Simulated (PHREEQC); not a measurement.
1 kg of water holding 14 mmol/kgw KCl and 120 mmol/kgw MgSO4 is evaporated at 75 °C; the solids stay in contact with the brine. CO2 from the air is kept out. Solids allowed: Arcanite, Bischofite, Brucite, Carnallite, Epsomite, Hexahydrite, Kainite, Kieserite, Leonite, Misenite, Schoenite, Sylvite, MgCl2_4H2O. Others were left out.

The numbers come from PHREEQC with the Pitzer model, pitzer.dat.

| water left (kg) | ionic strength | water activity | Cl in solution (mol/kgw) | K in solution (mol/kgw) |
|---|---|---|---|---|
| 1 | 0.494 | 0.997 | 0.0140 | 0.0140 |
| 0.8219 | 0.601 | 0.997 | 0.0170 | 0.0170 |
| 0.6755 | 0.731 | 0.996 | 0.0207 | 0.0207 |
| 0.4563 | 1.08 | 0.994 | 0.0307 | 0.0307 |
| 0.375 | 1.32 | 0.993 | 0.0373 | 0.0373 |
| 0.3082 | 1.60 | 0.992 | 0.0454 | 0.0454 |
| 0.2533 | 1.95 | 0.990 | 0.0553 | 0.0553 |
| 0.2082 | 2.37 | (withheld) | 0.0672 | 0.0672 |
| 0.1407 | 3.51 | 0.983 | 0.0995 | 0.0995 |
| 0.1156 | 4.27 | (withheld) | 0.121 | 0.121 |
| 0.09502 | 5.20 | 0.973 | 0.147 | 0.147 |
| 0.07809 | 6.33 | 0.966 | 0.179 | 0.179 |
| 0.06418 | 7.70 | 0.956 | 0.218 | 0.218 |
| 0.04335 | 11.4 | 0.920 | 0.323 | 0.323 |
| 0.03564 | 13.9 | (withheld) | 0.393 | 0.393 |
| 0.0293 | 16.9 | 0.843 | 0.478 | 0.478 |

Task: Fill in the missing entries.

Result: 
- 0.2082, water activity: 0.988
- 0.1156, water activity: 0.979
- 0.03564, water activity: 0.889

Constants without temperature data keep their 25 °C values here.
